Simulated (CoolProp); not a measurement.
Vapour-liquid equilibrium of carbon dioxide (1) + R125 (2) at 1030 kPa; x and y are mole fractions of (1).

Model: multi-fluid Helmholtz-energy mixture model, Span 1996 and Lemmon 2005; pair parameters Bell 2016, in CoolProp.

**Question.** Give the bubble temperature and the first vapour's composition at x = 0.2, 0.35, 0.5. Is there an azeotrope?

**Answer.** x = 0.2: 265.5 K, y = 0.540; x = 0.35: 254.8 K, y = 0.725; x = 0.5: 247.6 K, y = 0.826. No azeotrope shows between x = 0.05 and 0.95.

The pair parameters rest on a limited set of measurements; away from them the model extrapolates.
